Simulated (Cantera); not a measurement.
Mixture: H₂ : O₂ : N₂ : NO = 1 : 0.549 : 2.07 : 0.0079 (molar parts), at 90000 Pa, adiabatic and at constant pressure. Ignition delay is the time to a rise of 400 K.

Cantera simulation using GRI-Mech 3.0 (53 species, 325 reactions); the numbers are that mechanism's predictions, not measurements. The mechanism lacks 2 NO + O2 → 2 NO2 and HONO, so NO2 and the effect of NO are under-described below about 1400 K. Where the delays flatten at high temperature, the 400 K rule measures the pace of heat release, not the induction time.

Problem. What does this change do: pressure from 90000 Pa to 680000 Pa?

Solution. 
```json
[
 {"quantity": "delay at 1150 K", "before": "67.8 µs", "after": "22.0 µs"},
 {"quantity": "delay at 1250 K", "before": "41.4 µs", "after": "7.67 µs"},
 {"quantity": "delay at 1350 K", "before": "29.2 µs", "after": "3.94 µs"},
 {"quantity": "delay at 1450 K", "before": "23.3 µs", "after": "2.51 µs"}
]
```
The hydrogen kinetics of GRI-Mech 3.0 are dated; newer H2 mechanisms differ, most at raised pressure.

Problem. What does this change do: constant volume in place of constant pressure?

Solution. 
```tsv
quantity	before	after
delay at 1150 K	67.8 µs	64.5 µs
delay at 1250 K	41.4 µs	38.6 µs
delay at 1350 K	29.2 µs	26.2 µs
delay at 1450 K	23.3 µs	19.8 µs
```
